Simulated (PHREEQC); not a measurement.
Make-up at 25 °C: 0.2 mol H3PO4 and 3.7e-05 mol HF per kg of water. Closed to the air; pH follows from the charge balance.

The numbers come from PHREEQC with the ion-association model, phreeqc.dat.

This is a speciation only: nothing precipitates in the calculation.

**Question.** Estimate the pH.

**Answer.** pH 1.47.

**Question.** In which forms is F present?

**Answer.** HF 98 %, F- 2.4 % of the F.

Species that the database lacks are ignored.
